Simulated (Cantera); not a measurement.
A closed system holds: 1 mol Al, 1.8 mol I2, 0.28 mol N2, held at 0.0120 Torr.

Cantera equilibrium calculation (NASA polynomials, part measured and part estimated; ideal gas, pure solids and liquids). Candidate condensed phases: Al, AlI3, AlN, I2; 10 gas species. Kinetics and transport are ignored. All values below are at 748 K.

Base state: AlI3 0.563, I 0.189, N2 0.155, I2 0.0927 (mole fractions); condensed: AlN(s).

**Question.** What changes in the equilibrium state with this change: pressure from 0.0120 Torr to 82.5 Torr?

**Answer.** 
| species | before | after |
|---|---|---|
| AlI3 | 0.563 | 0.607 |
| I2 | 0.0927 | 0.191 |
| N2 | 0.155 | 0.180 |
| I | 0.189 | 0.00327 |
| Al2I6 | 2.27e-6 | 0.0181 |
| AlN(s), mol | 0.0177 | 0 |
